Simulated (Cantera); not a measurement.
Equilibrium for chlorosilane synthesis and conversion: SiCl₄ + Cl₂ + H₂

A closed system holds: 1 mol SiCl₄, 0.98 mol Cl₂, a varied amount of H₂, at 773 K and 75.0 Torr.

Equilibrium computed with Cantera from the NASA thermochemical tables; the gas is ideal and each condensed phase is pure. Candidate condensed phases: Si; 19 gas species. Kinetics and transport are ignored.

```csv
n(H₂) (mol),x HCl,x SiCl₄,x Cl₂,x H₂,x SiHCl₃,x Cl,x SiCl₃
0.22,0.200,0.455,0.345,<1e-12,<1e-12,9.09e-6,<1e-12
0.28,0.248,0.442,0.310,<1e-12,<1e-12,8.60e-6,<1e-12
0.35,0.300,0.429,0.270,<1e-12,<1e-12,8.04e-6,<1e-12
0.45,0.370,0.412,0.218,<1e-12,<1e-12,7.22e-6,<1e-12
0.56,0.441,0.394,0.165,<1e-12,<1e-12,6.29e-6,<1e-12
0.71,0.528,0.372,0.100,<1e-12,<1e-12,4.90e-6,<1e-12
0.9,0.625,0.347,0.0278,<1e-12,<1e-12,2.58e-6,<1e-12
1.1,0.636,0.325,<1e-12,0.0389,1.25e-5,9.77e-12,7.90e-8
```
x: gas mole fraction; nothing condenses.

From 0.22 mol H₂ to 1.1 mol H₂ nothing is condensed. The main Si-bearing gas is SiCl₄ throughout.
